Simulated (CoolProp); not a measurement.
A simple Rankine cycle with R1336mzz(E): condensing at 333.15 K, boiler at 2.33 MPa, turbine inlet 399.6 K, turbine efficiency 0.65, pump efficiency 0.8, no recuperator. Each further row changes one setting.

Model: reference Helmholtz-energy equation of state, Akasaka 2023, in CoolProp.

```json
[
 {"case": "as stated", "thermal efficiency (%)": "7.0", "net work (kJ/kg)": "10.7", "heat in (kJ/kg)": "153", "turbine exit temperature (K)": "353.9", "volume ratio over the turbine": "5.65"},
 {"case": "condensing temperature 325.15 K", "thermal efficiency (%)": "___", "net work (kJ/kg)": "12.8", "heat in (kJ/kg)": "164", "turbine exit temperature (K)": "349.4", "volume ratio over the turbine": "7.17"},
 {"case": "boiler pressure 1.63 MPa", "thermal efficiency (%)": "5.7", "net work (kJ/kg)": "___", "heat in (kJ/kg)": "170", "turbine exit temperature (K)": "___", "volume ratio over the turbine": "3.23"},
 {"case": "turbine efficiency 0.55", "thermal efficiency (%)": "5.7", "net work (kJ/kg)": "___", "heat in (kJ/kg)": "153", "turbine exit temperature (K)": "___", "volume ratio over the turbine": "5.71"}
]
```

Question: Complete the blanks.

Answer: 
- condensing temperature 325.15 K, thermal efficiency (%): 7.8
- boiler pressure 1.63 MPa, net work (kJ/kg): 9.76
- boiler pressure 1.63 MPa, turbine exit temperature (K): 372.7
- turbine efficiency 0.55, net work (kJ/kg): 8.76
- turbine efficiency 0.55, turbine exit temperature (K): 355.9
